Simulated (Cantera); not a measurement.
What does this Cantera script print?

```python
import numpy as np
import cantera as ct

gas_names = [...]  # 123 gases of nasa_gas.yaml made of C, H, O, Si
cond_names = """
    C(gr) C6H6(L) C7H8(L) C8H18(L),n-octa H2O(s) H2O(L) Si(cr) Si(L) SiC(b) SiO2(Lqz) SiO2(hqz) SiO2(L)
""".split()


# ... load() reads the species with a 1 bar reference pressure and builds the phases ...
atoms = {
    'HMDSO': {'Si': 2, 'C': 6, 'H': 18, 'O': 1},
    'CO2': {'C': 1, 'O': 2},
}
top_T = {'C(gr)': 4500, 'SiC(b)': 3050}  # K; cautious upper limits of use, not melting points


# ... equilibrate(T, P, feed) seeds the gas with the atoms and calls Mixture.equilibrate('TP', solver="vcs", rtol=1e-11, max_steps=5000) ...
results = []
feed = {'HMDSO': 1, 'CO2': 7.2}  # mol
T = 748  # K
P = 1333.22  # Pa
mix = equilibrate(T, P, feed)
results.append((T, P, feed, dict(zip(mix.species_names, mix.species_moles))))
x = sorted(zip(gas.X, gas.species_names), reverse=True)
print(f"T = {T:g} K  P = {P:g} Pa  gas = {mix.phase_moles(0):.4g} mol")
print("   x: " + "  ".join(f"{s} {v:.3e}" for v, s in x if v > 0.0001))
print("   condensed (mol): " + ("  ".join(f"{mix.phase(i).name} {mix.phase_moles(i):.4g}"
      for i in range(1, mix.n_phases) if mix.phase_moles(i) > 1e-12) or "none"))
```

It prints:

```
T = 748 K  P = 1333.22 Pa  gas = 15.06 mol
   x: H2 4.726e-01  CO2 2.393e-01  CO 1.731e-01  H2O 1.051e-01  CH4 9.870e-03
   condensed (mol): C(gr) 6.84  SiO2(Lqz) 2
```

Equilibrium computed with Cantera from the NASA thermochemical tables; the gas is ideal and each condensed phase is pure. The feed counts by its element totals alone.
